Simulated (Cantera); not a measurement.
A freely propagating, adiabatic, planar premixed flame of 9.29 % CH4, 18.6 % O2, 69.8 % N2, 2.32 % H2O, equivalence ratio 1.0, unburnt at 373 K and 290000 Pa; mixture-averaged transport, grid criteria slope 0.08 and curve 0.16, no radiation.

Computed with Cantera and GRI-Mech 3.0 (53 species, 325 reactions). Burning velocities carry a grid error of a few per cent, more on coarse grids.

**Question.** Predict: laminar burning velocity; thermal thickness; peak x(CO); peak x(H).

**Answer.** 
```json
{
 "laminar_burning_velocity": "32.5 cm/s",
 "thermal_thickness": "0.213 mm",
 "peak x(CO)": "0.0381",
 "peak x(H)": "0.00313"
}
```
